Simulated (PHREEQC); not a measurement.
Dissolve 28 mmol/kgw HF, 0.62 mmol/kgw NH4F, 0.0019 mmol/kgw H4SiO4 and 0.075 mmol/kgw H3PO4 at 20 °C. Closed to the air; pH follows from the charge balance.

All values are PHREEQC results (ion-association model, phreeqc.dat), not measurements.

This is a speciation only: nothing precipitates in the calculation.

Problem. Predict the pH, ionic strength.

Solution. pH 2.39; ionic strength 0.00496 mol/kgw.

Problem. In which forms is F present?

Solution. HF 81 %, F- 16 %, HF2- 2.7 % of the F.

Complexes and solids missing from the database can't appear. SiF6-2 is the database's only silicon fluoride.
